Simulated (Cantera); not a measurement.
Cantera run:

```python
import numpy as np
import cantera as ct

gas_names = """
    CL CL2 H HCL H2 N NH NH2 NH3 N2 N2H2 N2H4 Si SiCL SiCL2 SiCL3 SiCL4 SiH SiHCL3 SiH2 SiH2CL2 SiH3
    SiH3CL SiH4 SiN Si2 Si2N Si3
""".split()
cond_names = """
    NH4CL(a) NH4CL(b) Si(cr) Si(L) Si3N4(a)
""".split()


# ... load() reads the species with a 1 bar reference pressure and builds the phases ...
atoms = {
    'SiH2Cl2': {'Si': 1, 'H': 2, 'CL': 2},
    'NH3': {'N': 1, 'H': 3},
}
top_T = {'Si3N4(a)': 2400}  # K; cautious upper limits of use, not melting points


# ... equilibrate(T, P, feed) seeds the gas with the atoms and calls Mixture.equilibrate('TP', solver="vcs", rtol=1e-11, max_steps=5000) ...
results = []
T = 1025  # K
P = 50000  # Pa
for m in [0.98, 1.4, 2.1, 3, 4.3, 6.3, 9.1]:
    feed = {'SiH2Cl2': 1, 'NH3': m}  # mol
    mix = equilibrate(T, P, feed)
    results.append((T, P, feed, dict(zip(mix.species_names, mix.species_moles))))

top = {s: max(r[3][s] / sum(r[3][g] for g in gas_names) for r in results) for s in gas_names}
cols = sorted((s for s in top if top[s] > 1e-05), key=lambda s: -top[s])[:5]
seen = [c for c in cond_names if any(r[3].get(c, 0) > 1e-12 for r in results)]
print("log10 of partial pressures in bar; condensed amounts in mol")
print(f"{'n(NH3)':>10s}" + "".join(f"{s[:9]:>10s}" for s in cols + seen))
for T, P, feed, n in results:
    ng = sum(n[g] for g in gas_names)
    print(f"{feed['NH3']:10.4g}" + "".join(f"{np.log10(max(n[s] / ng * P / 1e5, 1e-99)):10.3f}" for s in cols)
          + "".join(f"{n.get(c, 0):10.4g}" for c in seen))
```

Output:

```
log10 of partial pressures in bar; condensed amounts in mol
    n(NH3)        H2       HCL        N2     SiCL4    SiHCL3  Si3N4(a)
      0.98    -0.496    -0.877    -2.593    -1.353    -3.037    0.2368
       1.4    -0.517    -0.814    -1.710    -1.644    -3.413    0.2706
       2.1    -0.514    -0.848    -1.381    -2.007    -3.739    0.2966
         3    -0.501    -0.917    -1.225    -2.414    -4.064    0.3141
       4.3    -0.485    -1.018    -1.122    -2.920    -4.452    0.3251
       6.3    -0.469    -1.151    -1.049    -3.533    -4.916    0.3305
       9.1    -0.457    -1.293    -1.002    -4.156    -5.385    0.3324
```

Cantera equilibrium calculation (NASA polynomials, part measured and part estimated; ideal gas, pure solids and liquids). The tables' values for SiCl3 are old estimates; treat these amounts as uncertain.
